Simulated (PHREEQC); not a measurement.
A solution holds 140 mmol/kgw HF, 0.63 mmol/kgw NH4HF2, 4.2 mmol/kgw (NH4)2SiF6 and 0.048 mmol/kgw HCl, at 25 °C. Closed to the air; pH follows from the charge balance.

Computed with PHREEQC (ion-association model, wateq4f.dat).

Precipitation was switched off in this run.

Question: Order these F species by the share of F that they hold, largest first: SiF6-2, HF2-, F-, H2F2, HF.

Answer: HF (53 %), H2F2 (24 %), SiF6-2 (15 %), F- (4.7 %), HF2- (3.2 %)

The pH is 2.06 and the ionic strength 0.0231 mol/kgw. wateq4f.dat counts part of the HF as a dimer, H2F2, which phreeqc.dat doesn't know; its constant is uncertain. SiF6-2 is the database's only silicon fluoride.
